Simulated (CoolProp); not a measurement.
Values from CoolProp's reference Helmholtz-energy equation of state, Akasaka 2023.

Question: For R1224YDZ, give the phase and the speed of sound (m/s), expansivity (1/kK), fugacity coefficient at 456.3 K and 26.4 bar.

Answer: 
- 456.3 K and 26.4 bar: gas; speed of sound 128, expansivity 6.03, fugacity coefficient 0.789
